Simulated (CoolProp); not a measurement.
Methanol along the isotherm 446.2 K: Z from the reference equation and from simpler models built on Tc = 513.4 K, pc = 8216 kPa, ω = 0.565; each cubic takes its own stable root.

Values from CoolProp's reference Helmholtz-energy equation of state, de Reuck 1993.

```csv
p (kPa),phase,reference,van der Waals,Redlich-Kwong
13,gas,0.9991,0.9993,0.9992
20.2,gas,0.9986,0.9990,0.9988
31.5,gas,0.9977,0.9984,0.9981
49,gas,0.9965,0.9975,0.9970
76.4,gas,0.9945,0.9961,0.9953
119,gas,0.9914,0.9940,0.9926
185,gas,0.9865,0.9906,0.9885
288,gas,0.9786,0.9853,0.9820
449,gas,0.9659,0.9769,0.9717
699,gas,0.9447,[?],0.9554
1090,gas,0.9075,0.9420,0.9290
1690,gas,[?],0.9071,[?]
2640,liquid,0.03745,0.8456,0.8094
4110,liquid,0.05777,0.7247,0.08893
```

### Question
Some entries are withheld; supply them.

### Answer

- 699, van der Waals: 0.9636
- 1690, reference: 0.8355
- 1690, Redlich-Kwong: 0.8859

At some of these states van der Waals, Redlich-Kwong gives the other phase, because its saturation line lies elsewhere.
